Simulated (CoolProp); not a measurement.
Computed with CoolProp (reference Helmholtz-energy equation of state, Lemmon 2013).

Question: For propylene, give the phase and the conductivity (mW/(m K)), Prandtl number at -2.15 °C and 4200 kPa; 35.55 °C and 4200 kPa; 48.05 °C and 4200 kPa.

Answer: 
- -2.15 °C and 4200 kPa: liquid; conductivity 128, Prandtl number 2.39
- 35.55 °C and 4200 kPa: liquid; conductivity 109, Prandtl number 2.23
- 48.05 °C and 4200 kPa: liquid; conductivity 103, Prandtl number 2.24

Viscosity comes from a separate model (Huber 2003), an estimate that may be off by 10 % or more. Thermal conductivity comes from a separate model (Huber 2003), an estimate that may be off by 10 % or more.
